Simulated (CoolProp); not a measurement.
Properties of octamethyltrisiloxane (MDM) along the isobar 10.3 bar (Tc = 565.4 K, pc = 14.38 bar, ω = 0.528).

Values from CoolProp's reference Helmholtz-energy equation of state, Thol 2017.

```
T (K)   phase  density (kg/m³)  Joule-Thomson coefficient (K/MPa)  isothermal compressibility (1/MPa)  expansivity (1/kK)  fugacity coefficient
-----  ------  ---------------  ---------------------------------  ----------------------------------  ------------------  --------------------
322.6  liquid            792.2                            -0.4031                            0.002141               1.279              0.002302
332    liquid            782.6                            -0.3883                            0.002330               1.308              0.003722
341.4  liquid            773.0                            -0.3726                            0.002541               1.339              0.005811
350.9  liquid            763.1                            -0.3558                            0.002781               1.373                   ___
360.3  liquid            753.2                            -0.3380                                 ___                 ___               0.01297
369.7  liquid            743.1                            -0.3191                            0.003352               1.449               0.01855
379.2  liquid            732.8                            -0.2984                            0.003702               1.494               0.02599
388.6  liquid            722.4                            -0.2763                            0.004099               1.543               0.03548
398    liquid            711.8                            -0.2520                            0.004557               1.597               0.04744
407.5  liquid            700.9                            -0.2250                            0.005095               1.658               0.06242
416.9  liquid            689.9                            -0.1953                            0.005717               1.726               0.08046
426.3  liquid            678.5                            -0.1618                                 ___               1.803                   ___
435.8  liquid            666.7                            -0.1234                            0.007337               1.892                0.1278
445.2  liquid            654.7                           -0.07956                                 ___               1.994                0.1574
```

Problem. Some entries are withheld; supply them.

Solution. 
- 350.9, fugacity coefficient: 0.008827
- 360.3, isothermal compressibility (1/MPa): 0.003048
- 360.3, expansivity (1/kK): 1.409
- 426.3, isothermal compressibility (1/MPa): 0.006452
- 426.3, fugacity coefficient: 0.1020
- 445.2, isothermal compressibility (1/MPa): 0.008393
